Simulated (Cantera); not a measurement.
Equilibrium for boron, boron nitride and boron oxide: BCl3 + H2 + N2

Charge: 1 mol BCl3, 30 mol H2, 1.3 mol N2, held at 90.0 Pa.

Equilibrium computed with Cantera from the NASA thermochemical tables; the gas is ideal and each condensed phase is pure. Candidate condensed phases: B, BN, NH4Cl; 21 gas species. N2 is the only nitrogen source here; it is nearly inert below about 1500 K, so the nitride shown seldom forms there in practice. The tables' values for BCl, BCl2, BH2 are old estimates; treat these amounts as uncertain. Rates play no part.

From 1448 K to 1798 K the condensed part is BN(s).

```tsv
T (K)	x H2	x HCl	x N2	x H	x BCl	n BN(s)
1448	0.882	0.0928	0.0248	0.000289	3.01e-6	1.000
1498	0.882	0.0928	0.0248	0.000538	1.14e-5	1.000
1548	0.881	0.0927	0.0248	0.000964	3.94e-5	0.999
1598	0.881	0.0925	0.0248	0.00167	0.000126	0.996
1648	0.880	0.0921	0.0249	0.00278	0.000373	0.987
1698	0.878	0.0911	0.0252	0.00452	0.00103	0.966
1748	0.875	0.0890	0.0259	0.00712	0.00261	0.913
1798	0.870	0.0848	0.0275	0.0109	0.00601	0.799
```
x: gas mole fraction; n: condensed amount in mol.
